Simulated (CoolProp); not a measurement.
Vapour-liquid equilibrium of C3F8 (R218) (1) + c-C4F8 (RC318) (2) at 2.5 bar; x and y are mole fractions of (1).

Model: multi-fluid Helmholtz-energy mixture model, Lemmon 2006 and Platzer 1990; pair parameters Bell 2016, in CoolProp. This equation is an older, rougher fit; its heat capacities, sound speeds and derivatives of the liquid may be far off and weren't checked against measurements.

```
x     bubble temperature (K)  y at the bubble point  dew temperature at overall composition x (K)  liquid density (mol/L)
----  ----------------------  ---------------------  --------------------------------------------  ----------------------
0.05                   290.6             (withheld)                                    (withheld)                   7.652
0.15                   288.4                  0.237                                         289.6                   7.712
0.25                   285.3                  0.405                                         288.2                   7.779
0.35                   281.6                  0.560                                         286.4                   7.850
0.45                   277.6             (withheld)                                         284.3                   7.919
0.55                   273.4                  0.794                                    (withheld)                   7.982
0.65                   269.5                  0.870                                         278.9                   8.034
0.75                   265.9                  0.924                                         275.3                   8.071
0.85                   262.6                  0.963                                         270.6                   8.091
0.95                   259.8                  0.990                                         263.8                   8.094
```

Question: What belongs in the gaps?

Answer: 
- 0.05, y at the bubble point: 0.074
- 0.05, dew temperature at overall composition x (K): 290.8
- 0.45, y at the bubble point: 0.691
- 0.55, dew temperature at overall composition x (K): 281.9

No azeotrope shows between x = 0.05 and 0.95.

The pair parameters rest on a limited set of measurements; away from them the model extrapolates.
